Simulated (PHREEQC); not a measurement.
Make-up at 25 °C: 60 mmol/kgw HBF4. Closed to the air; pH follows from the charge balance.

All values are PHREEQC results (ion-association model, wateq4f.dat), not measurements.

```yaml
pH: 1.31
ionic_strength: 0.0575 mol/kgw
total_alkalinity: -240 meq/kg
```

| species | molality | activity | log γ |
|---|---|---|---|
| H+ | 0.0575 | 0.0488 | -0.072 |
| BF4- | 0.0554 | 0.0438 | -0.102 |
| HF | 0.0118 | 0.0120 | 0.006 |
| H3BO3 | 0.00268 | 0.00272 | 0.006 |
| BF3OH- | 0.00170 | 0.00134 | -0.102 |
| H2F2 | 0.000370 | 0.000375 | 0.006 |
| F- | 0.000205 | 0.000164 | -0.096 |
| BF2(OH)2- | 0.000193 | 0.000152 | -0.102 |
| HF2- | 9.42e-6 | 7.55e-6 | -0.096 |
| BF(OH)3- | 2.25e-7 | 1.77e-7 | -0.102 |

Precipitation was switched off in this run. Real BF4- forms and hydrolyses slowly; the run takes it at equilibrium.
